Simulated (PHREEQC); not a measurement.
A made-up water analysis in mg/L, 25 °C, pH 3.27, pe 12.3:

| constituent | mg/L |
|---|---|
| Na | 33.6 |
| K | 1.19 |
| Ca | 52.4 |
| Mg | 13.5 |
| Cl | 45.5 |
| S(6) as SO4 | 249 |
| Br | 0.64 |
| Fe(3) | 0.0301 |
| Cd | 7.6 |

Valence states are taken as typed.

Computed with PHREEQC (ion-association model, wateq4f.dat).

Each row changes one thing in this solution. No solid was allowed to form.

| case | ionic strength (mol/kgw) | Ca+2 (mol/kgw) | CaSO4 (mol/kgw) | MgSO4 (mol/kgw) | HSO4- (mol/kgw) | CdSO4 (mol/kgw) | SI of Gypsum (CaSO4:2H2O) | SI of Goethite (FeOOH) |
|---|---|---|---|---|---|---|---|---|
| as made | 0.00923 | 0.00109 | 0.000216 | 0.000105 | 8.43e-5 | 1.39e-5 | -1.38 | +2.87 |
| K from 1.19 to 3.57 mg/L | 0.00926 | 0.00109 | 0.000216 | 0.000105 | 8.42e-5 | 1.39e-5 | -1.38 | +2.87 |
| temperature from 25 to 45 °C at the same typed pH | 0.00892 | 0.00107 | 0.000236 | 0.000145 | 0.000127 | 1.44e-5 | -1.39 | (withheld) |
| Ca from 52.4 to 157 mg/L | 0.0134 | 0.00340 | 0.000517 | 8.48e-5 | 7.04e-5 | 1.13e-5 | -1.00 | (withheld) |

Question: Fill in the missing entries.

Answer: 
- temperature from 25 to 45 °C at the same typed pH, SI of Goethite (FeOOH): +3.09
- Ca from 52.4 to 157 mg/L, SI of Goethite (FeOOH): +2.89

Species that the database lacks are ignored. Some of these states are supersaturated (in Hematite (slow to form), Goethite (slow to form), for instance). At this temperature some constants are extrapolated from 25 °C, and those without enthalpy data are left unchanged.
